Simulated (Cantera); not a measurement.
What does this Cantera script print?

```python
import numpy as np
import cantera as ct

gas_names = """
    H HO2 H2 H2O H2O2 Nb NbO NbO2 O OH O2 O3
""".split()
cond_names = """
    H2O(s) H2O(L) Nb(cr) Nb(L) NbO(s) NbO(L) NbO2(I) NbO2(II) NbO2(III) NbO2(L) Nb2O5(s) Nb2O5(L)
""".split()


# ... load() reads the species with a 1 bar reference pressure and builds the phases ...
atoms = {
    'Nb': {'Nb': 1},
    'O2': {'O': 2},
    'H2': {'H': 2},
}
top_T = {}  # K; cautious upper limits of use, not melting points


# ... equilibrate(T, P, feed) seeds the gas with the atoms and calls Mixture.equilibrate('TP', solver="vcs", rtol=1e-11, max_steps=5000) ...
results = []
feed = {'Nb': 1, 'O2': 0.63, 'H2': 43}  # mol
P = 580  # Pa
for T in [2125, 2175, 2225, 2275, 2325, 2375, 2425]:
    mix = equilibrate(T, P, feed)
    results.append((T, P, feed, dict(zip(mix.species_names, mix.species_moles))))

top = {s: max(r[3][s] / sum(r[3][g] for g in gas_names) for r in results) for s in gas_names}
cols = sorted((s for s in top if top[s] > 0.0001), key=lambda s: -top[s])[:9]
seen = [c for c in cond_names if any(r[3].get(c, 0) > 1e-12 for r in results)]
print("log10 of partial pressures in bar; condensed amounts in mol")
print(f"{'T/K':>10s}" + "".join(f"{s[:9]:>10s}" for s in cols + seen))
for T, P, feed, n in results:
    ng = sum(n[g] for g in gas_names)
    print(f"{T:10.4g}" + "".join(f"{np.log10(max(n[s] / ng * P / 1e5, 1e-99)):10.3f}" for s in cols)
          + "".join(f"{n.get(c, 0):10.4g}" for c in seen))
```

It prints:

```
log10 of partial pressures in bar; condensed amounts in mol
       T/K        H2         H      NbO2       NbO       H2O        OH    Nb(cr)    NbO(s)    NbO(L)
      2125    -2.260    -3.570    -5.101    -5.900    -4.583    -6.799         0    0.9302         0
      2175    -2.267    -3.445    -4.923    -5.568    -4.662    -6.712         0    0.8877         0
      2225    -2.277    -3.327    -4.726    -5.266    -4.700    -6.589   0.04296         0    0.7691
      2275    -2.290    -3.216    -4.507    -5.008    -4.677    -6.410    0.1545         0     0.523
      2325    -2.307    -3.112    -4.298    -4.763    -4.659    -6.242    0.3261         0    0.1305
      2375    -2.325    -3.013    -4.262    -4.610    -4.726    -6.164    0.3494         0         0
      2425    -2.347    -2.921    -4.292    -4.495    -4.827    -6.123    0.3018         0         0
```

Method: chemical equilibrium by Gibbs-energy minimisation in Cantera with the NASA 1993 tables (ideal gas, pure condensed phases). Mutual solubility and eutectic melting of coexisting phases are not modelled. NbO: taken at fixed stoichiometry. Condensed phases not in the tables: N, O or C dissolved in the metal.
